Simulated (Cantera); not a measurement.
Sublimation and decomposition of ceramics: SiC + C + H2

Input: 1 mol SiC, 0.23 mol C, 2.3 mol H2, held at 1 atm.

Cantera equilibrium calculation (NASA polynomials, part measured and part estimated; ideal gas, pure solids and liquids). Candidate condensed phases: C, C6H6, C7H8, C8H18, Si, SiC; 87 gas species. Gases not in the tables: Si2H6 and higher silanes. Rates play no part.

```
T (K)   x H2       x H      x Si    x SiC2  x C2H2 (acetylene)    x Si2C  n C(graphite)  n SiC(s)
-----  -----  --------  --------  --------  ------------------  --------  -------------  --------
1900   0.998  0.000788   4.62e-7   1.17e-8            0.000381   8.11e-9          0.227     1.000
2000   0.997   0.00161   2.36e-6   9.75e-8            0.000766   6.46e-8          0.225     1.000
2100   0.995   0.00309   1.03e-5   6.62e-7             0.00144   4.20e-7          0.223     1.000
2200   0.991   0.00557   3.91e-5   3.75e-6             0.00254   2.29e-6          0.218     1.000
2300   0.986   0.00954  0.000132   1.82e-5             0.00426   1.07e-5          0.210     0.999
2400   0.977    0.0156  0.000403   7.73e-5             0.00681   4.40e-5          0.199     0.998
2500   0.963    0.0245   0.00112  0.000291              0.0104  0.000161          0.184     0.995
2600   0.942    0.0370   0.00289  0.000987              0.0153  0.000528          0.165     0.986
2700   0.910    0.0539   0.00692   0.00305              0.0215   0.00159          0.142     0.963
2800   0.862    0.0755    0.0155   0.00865              0.0288   0.00439          0.119     0.908
2900   0.786     0.101    0.0330    0.0228              0.0362    0.0113          0.104     0.774
3000   0.665     0.128    0.0667    0.0562              0.0414    0.0272          0.113     0.433
```
x: gas mole fraction; n: condensed amount in mol.

From 1900 K to 3000 K the condensed part is C(graphite) + SiC(s). The main Si-bearing gas is SiH2 at 1900 K and Si at 3000 K.
